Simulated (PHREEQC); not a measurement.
Dissolve 0.039 mol/kgw FeCl3, 0.00025 mol/kgw ZnCl2, 0.0043 mol/kgw H2SO4, 0.00042 mol/kgw Na2SO4 and 0.03 mol/kgw HCl at 20 °C. Closed to the air; pH follows from the charge balance.

All values are PHREEQC results (ion-association model, phreeqc.dat), not measurements.

This is a speciation only: nothing precipitates in the calculation.

Problem. Order these Cl species by the share of Cl that they hold, largest first: FeCl+2, FeCl2+, Cl-.

Solution. Cl- (85 %), FeCl+2 (10 %), FeCl2+ (4.1 %)

The pH is 1.50 and the ionic strength 0.192 mol/kgw. Saturation is exceeded, for instance for Hematite (slow to form), Goethite (slow to form); the values hold only as long as no solid forms.
